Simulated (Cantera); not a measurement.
Charge: 1 mol SiF4, 16 mol NO, 53 mol N2, held at 1750 °C and 0.00133 bar.

These are equilibrium values from Cantera (NASA tables, ideal gas, pure condensed phases), not measurements of a reactor. Candidate condensed phases: Si, SiO2, Si2N2O, Si3N4; 28 gas species. The tables' values for SiF3, SiO2 are old estimates; treat these amounts as uncertain. Rates play no part.

Base state: N2 0.864, O2 0.107, SiF4 0.0136, O 0.00714, NO 0.00609, F 0.00155, SiF3 0.000309, SiO 0.000273 (mole fractions); condensed: gas only.

**Question.** What changes in the equilibrium state with this change: temperature from 1750 °C to 702 °C?

**Answer.** 
```tsv
species	before	after
N2	0.864	0.871
O2	0.107	0.114
SiF4	0.0136	0.0143
O	0.00714	<1e-9
F	0.00155	<1e-9
SiF3	0.000309	<1e-9
SiO	0.000273	<1e-9
SiO2	3.51e-5	<1e-9
```
